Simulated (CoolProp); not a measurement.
Vapour-liquid equilibrium of hydrogen chloride (1) + propane (2) at 267.5 K; x and y are mole fractions of (1).

The numbers come from the multi-fluid Helmholtz-energy mixture model, Thol 2018 and Lemmon 2009; pair parameters Bell 2016 in CoolProp.

Give the bubble pressure and the first vapour's composition at x = 0.35, 0.55, 0.95. Is there an azeotrope?

x = 0.35: 13.60 bar, y = 0.745; x = 0.55: 16.79 bar, y = 0.822; x = 0.95: 21.71 bar, y = 0.971. No azeotrope shows between x = 0.05 and 0.95.

The pair parameters rest on a limited set of measurements; away from them the model extrapolates.
